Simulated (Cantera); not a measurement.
A closed system holds: 1 mol BCl₃, 0.13 mol H₂O, 27 mol H₂, held at 1348.15 K and 0.100 bar.

Method: chemical equilibrium by Gibbs-energy minimisation in Cantera with the NASA 1993 tables (ideal gas, pure condensed phases). Candidate condensed phases: B, B₂O₃, B₃O₃H₃, H₂O; 33 gas species. The tables' values for BOCl, BCl₂ are old estimates; treat these amounts as uncertain. Gases not in the tables: BHCl₂. The numbers say what is thermodynamically allowed, not how fast it happens.

What is the equilibrium state?


```
Property                                  Value
------------------------------------  ---------
x(H₂)                                     0.900
x(HCl)                                   0.0942
x(BCl₃)                                 0.00314
x(HBO)                                  0.00121
x(B₃O₃H₃)                              0.000669
x(B₃O₃Cl₃)                             0.000352
x(BOCl)                                0.000200
x(BCl₂)                                 2.08e-5
x(B₂O₂)                                 1.91e-5
n(B(s))                               0.780 mol
gas amount                            28.59 mol
log10 activity of B₃O₃H₃(s) (absent)      -8.11
```
